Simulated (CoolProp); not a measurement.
Properties of isohexane along the isobar 2.89 MPa.

The numbers come from the reference Helmholtz-energy equation of state, Lemmon 2006 in CoolProp. It is a short technical equation, of lower accuracy than the large ones.

| T (°C) | phase | speed of sound (m/s) | fugacity coefficient |
|---|---|---|---|
| -47.05 | liquid | 1400 | 0.0001854 |
| -27.95 | liquid | 1307 | 0.0007303 |
| -8.85 | liquid | 1218 | 0.002278 |
| 10.15 | liquid | 1133 | 0.005887 |
| 29.25 | liquid | 1050 | 0.01322 |
| 48.35 | liquid | 969.3 | 0.02636 |
| 67.45 | liquid | 889.8 | 0.04769 |
| 86.55 | liquid | 810.9 | 0.07957 |
| 105.65 | liquid | 732.0 | 0.1240 |
| 124.65 | liquid | 652.8 | 0.1822 |
| 143.75 | liquid | 571.1 | 0.2550 |
| 162.85 | liquid | 485.9 | 0.3419 |
